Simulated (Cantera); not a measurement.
## Adiabatic ignition

An adiabatic, constant-volume homogeneous reactor starts with 6.86 % CO, 7.55 % H2, 1.51 % CH4, 15.5 % O2, 58.3 % N2, 10.3 % CO2, equivalence ratio 0.66, at 1473 K and 1.30 bar.

Cantera simulation using GRI-Mech 3.0 (53 species, 325 reactions); the numbers are that mechanism's predictions, not measurements.

```
t (s)     T (K)  P (bar)    x CO     x H2   x CH4      x O     x OH    x C2H6  x CO2
--------  -----  -------  ------  -------  ------  -------  -------  --------  -----
1.00e-6    1473     1.30  0.0686   0.0755  0.0151  3.15e-8  2.39e-8    <1e-12  0.103
3.15e-6    1473     1.30  0.0686   0.0755  0.0151  1.92e-7  1.68e-7  2.87e-12  0.103
9.92e-6    1473     1.30  0.0686   0.0754  0.0151  9.14e-6  8.24e-6   1.94e-8  0.103
3.12e-5    1986     1.74  0.0693  0.00881  <1e-12   0.0202   0.0147    <1e-12  0.119
9.84e-5    2469     2.10  0.0444  0.00446  <1e-12  0.00807   0.0152    <1e-12  0.150
0.000310   2632     2.21  0.0316  0.00295  <1e-12  0.00482   0.0134    <1e-12  0.165
0.000976   2632     2.21  0.0312  0.00291  <1e-12  0.00467   0.0132    <1e-12  0.165
0.00307    2625     2.20  0.0309  0.00289  <1e-12  0.00444   0.0129    <1e-12  0.166
0.00968    2619     2.20  0.0306  0.00287  <1e-12  0.00425   0.0125    <1e-12  0.166
0.0305     2618     2.19  0.0306  0.00287  <1e-12  0.00423   0.0125    <1e-12  0.166
0.0960     2618     2.19  0.0306  0.00287  <1e-12  0.00423   0.0125    <1e-12  0.166
0.302      2618     2.19  0.0306  0.00287  <1e-12  0.00423   0.0125    <1e-12  0.166
0.953      2618     2.19  0.0306  0.00287  <1e-12  0.00423   0.0125    <1e-12  0.166
3.00       2618     2.19  0.0306  0.00287  <1e-12  0.00423   0.0125    <1e-12  0.166
```
x: mole fraction; the columns are a selection and need not sum to one.

```json
{
 "time_of_steepest_temperature_rise": "22.6 µs",
 "temperature at 3.00 s": "2618 K",
 "equilibrium_temperature": "2618 K",
 "x(CO) at 3.00 s": "0.0306 (gas-phase equilibrium 0.0306)",
 "x(H2) at 3.00 s": "0.00287 (gas-phase equilibrium 0.00287)",
 "x(CH4) at 3.00 s": "<1e-12 (gas-phase equilibrium <1e-12)"
}
```
